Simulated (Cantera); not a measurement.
Mixture: H₂ : O₂ : N₂ : H₂O = 1.8 : 1.19 : 4.48 : 1 (molar parts), equivalence ratio 0.76, at 1.00 bar, adiabatic and at constant volume. Ignition delay is the time to a rise of 400 K.

Model: GRI-Mech 3.0 (53 species, 325 reactions), integrated in Cantera. Where the delays flatten at high temperature, the 400 K rule measures the pace of heat release, not the induction time.

Q: Predict: delay at 1050 K; delay at 1200 K; delay at 1350 K; delay at 1500 K; delay at 1650 K.

A: 
```
Quantity            Value
---------------  --------
delay at 1050 K  0.507 ms
delay at 1200 K   58.2 µs
delay at 1350 K   28.0 µs
delay at 1500 K   18.6 µs
delay at 1650 K   15.5 µs
```
